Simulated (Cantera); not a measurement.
Cantera run:

```python
import numpy as np
import cantera as ct

gas_names = """
    F F2 H HF H2 H2F2 H3F3 H4F4 H5F5 H6F6 H7F7 N NF NF2 NF3 NH NH2 NH3 N2 N2H2 N2H4 Si SiF SiF2 SiF3
    SiF4 SiH SiHF3 SiH2 SiH2F2 SiH3 SiH3F SiH4 SiN Si2 Si2N Si3
""".split()
cond_names = """
    Si(cr) Si(L) Si3N4(a)
""".split()


# ... load() reads the species with a 1 bar reference pressure and builds the phases ...
atoms = {
    'SiF4': {'Si': 1, 'F': 4},
    'N2': {'N': 2},
    'H2': {'H': 2},
}
top_T = {'Si3N4(a)': 2400}  # K; cautious upper limits of use, not melting points


# ... equilibrate(T, P, feed) seeds the gas with the atoms and calls Mixture.equilibrate('TP', solver="vcs", rtol=1e-11, max_steps=5000) ...
results = []
feed = {'SiF4': 1, 'N2': 0.97, 'H2': 2.8}  # mol
P = 100000  # Pa
for T in [1025, 1100, 1175, 1250, 1325, 1400, 1475, 1550, 1625]:
    mix = equilibrate(T, P, feed)
    results.append((T, P, feed, dict(zip(mix.species_names, mix.species_moles))))

top = {s: max(r[3][s] / sum(r[3][g] for g in gas_names) for r in results) for s in gas_names}
cols = sorted((s for s in top if top[s] > 0.001), key=lambda s: -top[s])[:5]
seen = [c for c in cond_names if any(r[3].get(c, 0) > 1e-12 for r in results)]
print("log10 of partial pressures in bar; condensed amounts in mol")
print(f"{'T/K':>10s}" + "".join(f"{s[:9]:>10s}" for s in cols + seen))
for T, P, feed, n in results:
    ng = sum(n[g] for g in gas_names)
    print(f"{T:10.4g}" + "".join(f"{np.log10(max(n[s] / ng * P / 1e5, 1e-99)):10.3f}" for s in cols)
          + "".join(f"{n.get(c, 0):10.4g}" for c in seen))
```

Output:

```
log10 of partial pressures in bar; condensed amounts in mol
       T/K        H2      SiF4        N2        HF      SiF3  Si3N4(a)
      1025    -0.232    -0.680    -0.692    -3.188    -5.156 1.198e-05
      1100    -0.232    -0.681    -0.692    -2.956    -4.511 6.384e-06
      1175    -0.233    -0.682    -0.692    -2.746    -3.958         0
      1250    -0.233    -0.684    -0.692    -2.553    -3.483         0
      1325    -0.234    -0.688    -0.692    -2.373    -3.072         0
      1400    -0.236    -0.692    -0.692    -2.202    -2.720         0
      1475    -0.238    -0.699    -0.693    -2.037    -2.418         0
      1550    -0.240    -0.708    -0.693    -1.878    -2.161         0
      1625    -0.244    -0.721    -0.694    -1.726    -1.941         0
```

Method: chemical equilibrium by Gibbs-energy minimisation in Cantera with the NASA 1993 tables (ideal gas, pure condensed phases). N2 is the only nitrogen source here; it is nearly inert below about 1500 K, so the nitride shown seldom forms there in practice. The tables' values for SiF3, SiF2 are old estimates; treat these amounts as uncertain.
